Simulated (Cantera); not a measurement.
A closed system holds: 1 mol Ti(OiPr)₄, a varied amount of O₂, at 0.0770 bar.

Equilibrium computed with Cantera from the NASA thermochemical tables; the gas is ideal and each condensed phase is pure. Candidate condensed phases: C, C₆H₆, C₇H₈, C₈H₁₈, H₂O, Ti, TiC, TiO, TiO₂, Ti₂O₃, Ti₃O₅, Ti₄O₇; 113 gas species. The feed counts by its element totals alone. Mutual solubility and eutectic melting of coexisting phases are not modelled. TiC: taken at fixed stoichiometry. Condensed phases not in the tables: Magnéli phases beyond Ti₄O₇. Equilibrium is a limit: real reactors are often held back by kinetics, nucleation or transport.

Task: What condenses at these points (T in K, n(O₂) in mol): (1273, 4.8); (1223, 3.9); (1373, 4.8); (1173, 1.8); (1623, 4.8); (1423, 1.8); (1273, 2.2)?

Result: 
| T (K) | n(O₂) in mol | condensed phases | Ti condensed (%) |
|---|---|---|---|
| 1273 | 4.8 | C + Ti₃O₅ | 100.0 |
| 1223 | 3.9 | C + Ti₄O₇ | 100.0 |
| 1373 | 4.8 | TiC + Ti₃O₅ | 100.0 |
| 1173 | 1.8 | C + TiO₂ + Ti₄O₇ | 100.0 |
| 1623 | 4.8 | Ti₂O₃ + Ti₃O₅ | 100.0 |
| 1423 | 1.8 | C + TiC | 100.0 |
| 1273 | 2.2 | C + Ti₃O₅ | 100.0 |
